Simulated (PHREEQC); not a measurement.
A solution holds 47 mmol/kgw CuSO4, 0.16 mmol/kgw ZnCl2 and 10 mmol/kgw HCl, at 20 °C. Closed to the air; pH follows from the charge balance.

Equilibrium calculation in PHREEQC: ion-association model, phreeqc.dat.

Each row changes one thing in this solution. This is a speciation only: nothing precipitates in the calculation.

```json
[
 {"case": "as made", "pH": "2.34", "ionic strength (mol/kgw)": "0.116", "Cu+2 (mol/kgw)": "0.0285", "SO4-2 (mol/kgw)": "0.0242", "CuSO4 (mol/kgw)": "0.0183", "HSO4- (mol/kgw)": "0.00445"},
 {"case": "CuSO4 from 0.047 to 0.0235 mol/kgw", "pH": "2.25", "ionic strength (mol/kgw)": "0.0675", "Cu+2 (mol/kgw)": "0.0159", "SO4-2 (mol/kgw)": "0.0127", "CuSO4 (mol/kgw)": "0.00746", "HSO4- (mol/kgw)": "0.00330"},
 {"case": "diluted 100-fold with water", "pH": "[?]", "ionic strength (mol/kgw)": "0.00187", "Cu+2 (mol/kgw)": "0.000443", "SO4-2 (mol/kgw)": "0.000440", "CuSO4 (mol/kgw)": "2.65e-5", "HSO4- (mol/kgw)": "3.10e-6"},
 {"case": "temperature from 20 to 60 °C", "pH": "2.54", "ionic strength (mol/kgw)": "0.109", "Cu+2 (mol/kgw)": "[?]", "SO4-2 (mol/kgw)": "[?]", "CuSO4 (mol/kgw)": "0.0186", "HSO4- (mol/kgw)": "0.00645"},
 {"case": "0.003 mol/kgw LiOH added", "pH": "2.50", "ionic strength (mol/kgw)": "0.117", "Cu+2 (mol/kgw)": "0.0282", "SO4-2 (mol/kgw)": "0.0250", "CuSO4 (mol/kgw)": "0.0186", "HSO4- (mol/kgw)": "0.00317"},
 {"case": "ZnCl2 replaced by ZnBr2 at the same molality", "pH": "2.34", "ionic strength (mol/kgw)": "0.116", "Cu+2 (mol/kgw)": "0.0285", "SO4-2 (mol/kgw)": "0.0242", "CuSO4 (mol/kgw)": "0.0183", "HSO4- (mol/kgw)": "0.00445"}
]
```

Task: Fill in the missing entries.

Result: 
- diluted 100-fold with water, pH: 4.03
- temperature from 20 to 60 °C, Cu+2 (mol/kgw): 0.0273
- temperature from 20 to 60 °C, SO4-2 (mol/kgw): 0.0219

Away from 25 °C the constants follow the database's enthalpies or fits; those with neither stay at their 25 °C values.
